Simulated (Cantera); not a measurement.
A closed system holds: 1 mol FeS₂, 3.3 mol SO₃, 2 mol H₂O, at 800 K and 7.50 Torr.

These are equilibrium values from Cantera (NASA tables, ideal gas, pure condensed phases), not measurements of a reactor. Candidate condensed phases: Fe, FeO, Fe(OH)₂, Fe(OH)₃, FeS, FeSO₄, FeS₂, Fe₂O₃, Fe₂(SO₄)₃, Fe₃O₄, H₂O, H₂SO₄, S; 22 gas species. Gases not in the tables: S₃ to S₇. Kinetics and transport are ignored.

Base state: SO₂ 0.683, H₂O 0.300, S₂ 0.0124, H₂S 0.00352, S₂O 0.000639, H₂ 0.000158 (mole fractions); condensed: FeS₂(s) + Fe₃O₄(s).

What changes in the equilibrium state with this change: SO₃ from 3.3 to 0.084 mol?


```csv
species,before,after
H₂O,0.300,0.890
SO₂,0.683,0.0719
H₂S,0.00352,0.0270
S₂,0.0124,0.00988
H₂,0.000158,0.00136
S₂O,0.000639,0.000174
"FeS₂(s), mol",0.304,0.825
"Fe₃O₄(s), mol",0.232,0
"FeS(s), mol",0,0.175
```
FeS: taken at fixed stoichiometry.

What changes in the equilibrium state with this change: temperature from 800 K to 1373.15 K?


| species | before | after |
|---|---|---|
| SO₂ | 0.683 | 0.650 |
| H₂O | 0.300 | 0.273 |
| S₂ | 0.0124 | 0.0539 |
| H₂ | 0.000158 | 0.0143 |
| S | <1e-9 | 1.89e-5 |
| SO | 1.48e-6 | 0.00430 |
| SH | 1.21e-7 | 0.000259 |
| S₂O | 0.000639 | 0.00147 |
| FeS₂(s), mol | 0.304 | 0 |
| Fe₃O₄(s), mol | 0.232 | 0 |
| FeO(s), mol | 0 | 1.000 |
The tables' stoichiometric FeO is somewhat more stable than real wüstite, so its field is too wide. FeO: taken at fixed stoichiometry.
